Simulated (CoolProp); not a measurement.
A closed Brayton cycle with carbon dioxide: compressor inlet 319.15 K and 9.1 MPa, high pressure 19.5 MPa, turbine inlet 880 K, compressor efficiency 0.89, turbine efficiency 0.85, recuperator effectiveness 0 (on enthalpy, no pinch check). Each further row changes one setting.

Values from CoolProp's reference Helmholtz-energy equation of state, Span 1996.

```tsv
case	thermal efficiency (%)	net work (kJ/kg)	compressor to turbine work	compressor exit (K)	turbine exit (K)
as stated	11.0	75.4	0.27	369.5	789.3
turbine inlet 830 K	11.1	[?]	0.29	369.5	[?]
compressor inlet 329.15 K	[?]	68.2	[?]	390.0	789.3
high pressure 16.6 MPa	[?]	61.4	0.26	358.8	808.0
recuperator effectiveness 0.5	17.2	75.4	0.27	369.5	789.3
```

### Question
Fill in the missing entries.

### Answer

- turbine inlet 830 K, net work (kJ/kg): 69.0
- turbine inlet 830 K, turbine exit (K): 742.4
- compressor inlet 329.15 K, thermal efficiency (%): 10.7
- compressor inlet 329.15 K, compressor to turbine work: 0.34
- high pressure 16.6 MPa, thermal efficiency (%): 8.8
